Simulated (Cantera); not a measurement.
An isothermal, constant-pressure homogeneous reactor starts with NH3 : N2 = 1 : 11 (molar parts), at 1950 K and 0.0267 bar. Integrator tolerance rtol = 1e-08.

Cantera simulation using the gas-phase N/H chemistry of the illustrative SiF4/NH3 mechanism in the Surface Chemkin manual (1991); the numbers are that mechanism's predictions, not measurements. Walls and surfaces, which speed up NH3 decomposition in real reactors, are not modelled.

Question: What does this change do: temperature 1950 to 1748 K?

Answer: 
```
quantity                                             before                                     after
-----------------  ----------------------------------------  ----------------------------------------
x(NH3) at 3.00 s    0.00737 (gas-phase equilibrium 2.10e-8)    0.0562 (gas-phase equilibrium 3.17e-8)
x(N) at 3.00 s      1.03e-6 (gas-phase equilibrium 2.47e-9)  2.57e-7 (gas-phase equilibrium 8.09e-11)
x(N2H4) at 3.00 s   4.29e-11 (gas-phase equilibrium <1e-12)    1.07e-9 (gas-phase equilibrium <1e-12)
x(NH2) at 3.00 s    4.79e-5 (gas-phase equilibrium 1.26e-9)  9.04e-5 (gas-phase equilibrium 3.42e-10)
x(H2) at 3.00 s         0.105 (gas-phase equilibrium 0.114)      0.0375 (gas-phase equilibrium 0.115)
x(NH) at 3.00 s    3.81e-6 (gas-phase equilibrium 9.58e-10)  2.31e-6 (gas-phase equilibrium 7.56e-11)
x(H) at 3.00 s     0.000240 (gas-phase equilibrium 0.00239)  2.35e-5 (gas-phase equilibrium 0.000478)
```
